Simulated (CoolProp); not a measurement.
Computed with CoolProp (reference Helmholtz-energy equation of state, Zhou 2012).

Question: Give the vapour pressure (bar), vapour density (kg/m³), liquid viscosity (µPa s), vapour viscosity (µPa s) of saturated o-xylene at 131.55 °C.

Answer: 
| T (°C) | p (bar) | vapour density (kg/m³) | liquid viscosity (µPa s) | vapour viscosity (µPa s) |
|---|---|---|---|---|
| 131.55 | 0.713 | 2.34 | 270 | 8.75 |

Viscosity comes from a separate model (Cao 2016).
